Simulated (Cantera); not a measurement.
PbO + C + H2 (carbothermic reduction)

Feed: 1 mol PbO, 2.7 mol C, 10 mol H2, equilibrated at 2225 °C.

Cantera equilibrium calculation (NASA polynomials, part measured and part estimated; ideal gas, pure solids and liquids). Candidate condensed phases: C, C6H6, C7H8, C8H18, H2O, Pb, PbO, PbO2, Pb3O4; 113 gas species. The numbers say what is thermodynamically allowed, not how fast it happens.

| P (Pa) | x H2 | x H | x CO | x Pb | x C2H2 (acetylene) | x C3 | n C(graphite) |
|---|---|---|---|---|---|---|---|
| 10 | 0.101 | 0.791 | 0.0498 | 0.0498 | 0.00108 | 0.00483 | 1.29 |
| 100 | 0.382 | 0.487 | 0.0630 | 0.0630 | 0.00410 | 0.000483 | 1.53 |
| 1000 | 0.643 | 0.200 | 0.0750 | 0.0750 | 0.00690 | 4.83e-5 | 1.51 |
| 10000 | 0.762 | 0.0688 | 0.0805 | 0.0805 | 0.00818 | 4.83e-6 | 1.49 |
| 100000 | 0.804 | 0.0224 | 0.0824 | 0.0824 | 0.00863 | 4.83e-7 | 1.49 |
| 1000000 | 0.817 | 0.00713 | 0.0831 | 0.0828 | 0.00877 | 4.83e-8 | 1.47 |
x: gas mole fraction; n: condensed amount in mol.

From 10.0 Pa to 10.0 bar the condensed part is C(graphite). The main Pb-bearing gas is Pb throughout.
